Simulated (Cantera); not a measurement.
Cantera run:

```python
import numpy as np
import cantera as ct

gas_names = """
    H HO2 H2 H2O H2O2 Nb NbO NbO2 O OH O2 O3
""".split()
cond_names = """
    H2O(s) H2O(L) Nb(cr) Nb(L) NbO(s) NbO(L) NbO2(I) NbO2(II) NbO2(III) NbO2(L) Nb2O5(s) Nb2O5(L)
""".split()


# ... load() reads the species with a 1 bar reference pressure and builds the phases ...
atoms = {
    'Nb2O5': {'Nb': 2, 'O': 5},
    'H2': {'H': 2},
    'H2O': {'H': 2, 'O': 1},
}
top_T = {}  # K; cautious upper limits of use, not melting points


# ... equilibrate(T, P, feed) seeds the gas with the atoms and calls Mixture.equilibrate('TP', solver="vcs", rtol=1e-11, max_steps=5000) ...
results = []
feed = {'Nb2O5': 1, 'H2': 69, 'H2O': 6.4}  # mol
P = 4700  # Pa
for T in [1400, 1450, 1500, 1550, 1600, 1650, 1700, 1750]:
    mix = equilibrate(T, P, feed)
    results.append((T, P, feed, dict(zip(mix.species_names, mix.species_moles))))

top = {s: max(r[3][s] / sum(r[3][g] for g in gas_names) for r in results) for s in gas_names}
cols = sorted((s for s in top if top[s] > 0.001), key=lambda s: -top[s])[:9]
seen = [c for c in cond_names if any(r[3].get(c, 0) > 1e-12 for r in results)]
print("log10 of partial pressures in bar; condensed amounts in mol")
print(f"{'T/K':>10s}" + "".join(f"{s[:9]:>10s}" for s in cols + seen))
for T, P, feed, n in results:
    ng = sum(n[g] for g in gas_names)
    print(f"{T:10.4g}" + "".join(f"{np.log10(max(n[s] / ng * P / 1e5, 1e-99)):10.3f}" for s in cols)
          + "".join(f"{n.get(c, 0):10.4g}" for c in seen))
```

It prints:

```
log10 of partial pressures in bar; condensed amounts in mol
       T/K        H2       H2O         H NbO2(III)  Nb2O5(s)
      1400    -1.366    -2.399    -5.996         0         1
      1450    -1.366    -2.399    -5.707         0         1
      1500    -1.367    -2.392    -5.438    0.2093    0.8954
      1550    -1.373    -2.336    -5.188         2         0
      1600    -1.373    -2.336    -4.951         2         0
      1650    -1.373    -2.336    -4.728         2         0
      1700    -1.373    -2.336    -4.518         2         0
      1750    -1.373    -2.336    -4.320         2         0
```

Equilibrium computed with Cantera from the NASA thermochemical tables; the gas is ideal and each condensed phase is pure. Mutual solubility and eutectic melting of coexisting phases are not modelled. Condensed phases not in the tables: the oxides between NbO2 and Nb2O5.
